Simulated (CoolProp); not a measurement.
Model: reference Helmholtz-energy equation of state, Platzer 1990, in CoolProp. This equation is an older, rougher fit; its heat capacities, sound speeds and derivatives of the liquid may be far off and weren't checked against measurements.

Question: Give the vapour pressure (kPa), liquid density (kg/m³), vapour density (kg/m³), vapour viscosity (µPa s) of saturated CF4 (R14) at -123.75, -99.75, -51.85 °C.

Answer: 
| T (°C) | p (kPa) | liquid density (kg/m³) | vapour density (kg/m³) | vapour viscosity (µPa s) |
|---|---|---|---|---|
| -123.75 | 136 | 1580 | 10.1 | 9.03 |
| -99.75 | 520 | 1440 | 36.0 | 10.9 |
| -51.85 | 3120 | 972 | 294 | 19.2 |

Viscosity comes from a separate model (Huber 2003), an estimate that may be off by 10 % or more.
